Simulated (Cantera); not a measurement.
An adiabatic, constant-volume homogeneous reactor starts with CH4 : O2 : N2 : H2O = 1 : 3.33 : 12.5 : 0.71 (molar parts), equivalence ratio 0.60, at 1700 K and 0.987 atm. Integrator tolerance rtol = 1e-08.

Detailed kinetics in Cantera: GRI-Mech 3.0 (53 species, 325 reactions).

Task: What does this change do: H2O 0.71 to 1.2 parts?

Result: 
```json
[
 {"quantity": "time of steepest temperature rise", "before": "0.196 ms", "after": "0.198 ms"},
 {"quantity": "temperature at 0.100 s", "before": "2718 K", "after": "2690 K"},
 {"quantity": "equilibrium temperature", "before": "2718 K", "after": "2690 K"},
 {"quantity": "x(CH4) at 0.100 s", "before": "<1e-12 (gas-phase equilibrium <1e-12)", "after": "<1e-12 (gas-phase equilibrium <1e-12)"},
 {"quantity": "x(O2) at 0.100 s", "before": "0.0672 (gas-phase equilibrium 0.0672)", "after": "0.0657 (gas-phase equilibrium 0.0657)"},
 {"quantity": "x(H2O) at 0.100 s", "before": "0.133 (gas-phase equilibrium 0.133)", "after": "0.155 (gas-phase equilibrium 0.155)"},
 {"quantity": "x(H2) at 0.100 s", "before": "0.00631 (gas-phase equilibrium 0.00631)", "after": "0.00670 (gas-phase equilibrium 0.00670)"},
 {"quantity": "x(HCN) at 0.100 s", "before": "1.44e-10 (gas-phase equilibrium 1.44e-10)", "after": "1.18e-10 (gas-phase equilibrium 1.18e-10)"},
 {"quantity": "x(OH) at 0.100 s", "before": "0.0207 (gas-phase equilibrium 0.0207)", "after": "0.0208 (gas-phase equilibrium 0.0208)"},
 {"quantity": "x(C2H2) at 0.100 s", "before": "<1e-12 (gas-phase equilibrium <1e-12)", "after": "<1e-12 (gas-phase equilibrium <1e-12)"}
]
```

Task: What does this change do: initial temperature 1700 to 1250 K?

Result: 
| quantity | before | after |
|---|---|---|
| time of steepest temperature rise | 0.196 ms | 18.6 ms |
| temperature at 0.100 s | 2718 K | 2521 K |
| equilibrium temperature | 2718 K | 2521 K |
| x(CH4) at 0.100 s | <1e-12 (gas-phase equilibrium <1e-12) | <1e-12 (gas-phase equilibrium <1e-12) |
| x(O2) at 0.100 s | 0.0672 (gas-phase equilibrium 0.0672) | 0.0686 (gas-phase equilibrium 0.0686) |
| x(H2O) at 0.100 s | 0.133 (gas-phase equilibrium 0.133) | 0.144 (gas-phase equilibrium 0.144) |
| x(H2) at 0.100 s | 0.00631 (gas-phase equilibrium 0.00631) | 0.00255 (gas-phase equilibrium 0.00255) |
| x(HCN) at 0.100 s | 1.44e-10 (gas-phase equilibrium 1.44e-10) | 1.79e-11 (gas-phase equilibrium 1.79e-11) |
| x(OH) at 0.100 s | 0.0207 (gas-phase equilibrium 0.0207) | 0.0118 (gas-phase equilibrium 0.0118) |
| x(C2H2) at 0.100 s | <1e-12 (gas-phase equilibrium <1e-12) | <1e-12 (gas-phase equilibrium <1e-12) |
